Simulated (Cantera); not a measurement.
Feed: 1 mol Si₂H₆, 0.54 mol O₃, 6.9 mol N₂, 0.1 mol CO₂, equilibrated at 0.000610 bar.

Method: chemical equilibrium by Gibbs-energy minimisation in Cantera with the NASA 1993 tables (ideal gas, pure condensed phases). Candidate condensed phases: C, C₆H₆, C₇H₈, C₈H₁₈, H₂O, Si, SiC, SiO₂, Si₂N₂O, Si₃N₄; 151 gas species. The feed counts by its element totals alone. N₂ is the only nitrogen source here; it is nearly inert below about 1500 K, so the nitride shown seldom forms there in practice. Mutual solubility and eutectic melting of coexisting phases are not modelled. The tables hold silica as quartz up to 1696 K and as liquid above; real silica turns to tridymite and cristobalite and melts near 1996 K. Gases not in the tables: Si₂H₆ and higher silanes. Equilibrium is a limit: real reactors are often held back by kinetics, nucleation or transport.

Problem. What share of the Si ends up in condensed phases as a function of T (°C), at 877, 1027, 1177, 1327, 1477, 1627, 1777?

Solution. 
```tsv
T (°C)	Si condensed (%)	as
877	100.0	SiO₂(β-quartz) + Si₂N₂O(s)
1027	100.0	SiO₂(β-quartz) + Si₂N₂O(s)
1177	94.2	SiO₂(β-quartz) + Si₂N₂O(s)
1327	28.0	Si₂N₂O(s)
1477	12.4	Si(l)
1627	0.6	Si(l)
1777	0.0	-
```
